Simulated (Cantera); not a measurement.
An isothermal, constant-pressure homogeneous reactor starts with NH₃ : N₂ = 1 : 13 (molar parts), at 1700 K and 750 Torr.

Cantera simulation using the gas-phase N/H chemistry of the illustrative SiF4/NH3 mechanism in the Surface Chemkin manual (1991); the numbers are that mechanism's predictions, not measurements. Walls and surfaces, which speed up NH3 decomposition in real reactors, are not modelled.

One state of this run: x NH₃ = 0.0646; x N = 2.59e-8; x H₂ = 0.00947; x N₂ = 0.926; x NH = 5.80e-7; x H = 2.98e-6; x N₂H₄ = 2.13e-8. x: mole fraction; the columns are a selection and need not sum to one.

Problem. Which value of t (s) does it belong to?
A. 11.3
B. 0.0485
C. 0.144
D. 3.80

Solution. C, 0.144
